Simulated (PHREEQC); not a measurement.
A PHREEQC speciation (ion-association model, phreeqc.dat) at 25 °C gives pH 0.94 and these molalities:

```
species   mol/kgw
-------  --------
H+          0.141
HSO4-      0.0987
SO4-2      0.0214
H3PO4     0.00157
H2PO4-   0.000128
```

What are the element totals, and what could have been dissolved in 1 kg of water to give them?

One answer among several that fit: totals P 0.00170, S(6) 0.120 mol/kgw, from 0.0017 mol/kgw H3PO4 and 0.12 mol/kgw H2SO4.

No solid was allowed to form.
